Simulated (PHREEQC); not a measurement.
A solution holds 0.011 mol/kgw NH3 and 0.15 mol/kgw K2SO4, at 25 °C. Closed to the air; pH follows from the charge balance.

Equilibrium calculation in PHREEQC: ion-association model, wateq4f.dat.

```yaml
pH: 10.67
ionic_strength: 0.365 mol/kgw
activity_of_water: 0.993
total_alkalinity: 11.0 meq/kg
```

| species | molality | activity | log γ |
|---|---|---|---|
| K+ | 0.258 | 0.172 | -0.176 |
| SO4-2 | 0.107 | 0.0250 | -0.633 |
| KSO4- | 0.0424 | 0.0301 | -0.149 |
| NH3 | 0.0103 | 0.0103 | 0.000 |
| OH- | 0.000706 | 0.000465 | -0.182 |
| NH4+ | 0.000529 | 0.000386 | -0.136 |
| NH4SO4- | 0.000178 | 0.000124 | -0.155 |

This is a speciation only: nothing precipitates in the calculation. Complexes and solids missing from the database can't appear.
